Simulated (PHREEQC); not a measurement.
Make-up at 70 °C: 0.32 mol/kgw ZnSO4 and 0.006 mol/kgw NaOH. Closed to the air; pH follows from the charge balance.

Model: ion-association model, wateq4f.dat, run in PHREEQC.

```json
[
 {"quantity": "pH", "before": "6.84", "after": "6.53"},
 {"quantity": "ionic strength (mol/kgw)", "before": "0.560", "after": "0.560"},
 {"quantity": "Zn+2 (mol/kgw)", "before": "0.136", "after": "0.138"},
 {"quantity": "ZnSO4 (mol/kgw)", "before": "0.127", "after": "0.128"},
 {"quantity": "SO4-2 (mol/kgw)", "before": "0.0898", "after": "0.0892"},
 {"quantity": "Zn(SO4)2-2 (mol/kgw)", "before": "0.0513", "after": "0.0514"},
 {"quantity": "SI of Goslarite (ZnSO4:7H2O)", "before": "-1.72", "after": "-1.72"}
]
```

### Question
What was changed between the two runs?
A) diluted 10-fold with water
B) NaOH from 0.006 to 0.003 mol/kgw
C) temperature from 70 to 65 °C

### Answer
B, NaOH from 0.006 to 0.003 mol/kgw

This is a speciation only: nothing precipitates in the calculation. Some of these states are supersaturated (in Zincite(c) (slow to form), for instance). At this temperature some constants are extrapolated from 25 °C, and those without enthalpy data are left unchanged.
